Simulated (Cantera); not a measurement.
Feed: 1 mol MgSO4, 0.27 mol H2, 0.83 mol CO2, at 623.15 K.

Equilibrium computed with Cantera from the NASA thermochemical tables; the gas is ideal and each condensed phase is pure. Candidate condensed phases: C, C6H6, C7H8, C8H18, H2O, H2SO4, Mg, MgCO3, MgO, Mg(OH)2, MgS, MgSO4, S; 130 gas species. Gases not in the tables: S3 to S7. Rates play no part.

Task: At 13000 Pa, list the 6 most abundant gas species with their mole fractions, and the condensed phases.

Result: CO2 0.750, H2O 0.190, H2S 0.0540, SO2 0.00267, S2 0.00238, S8 0.000397. Condensed: MgO(s) + MgSO4(s).
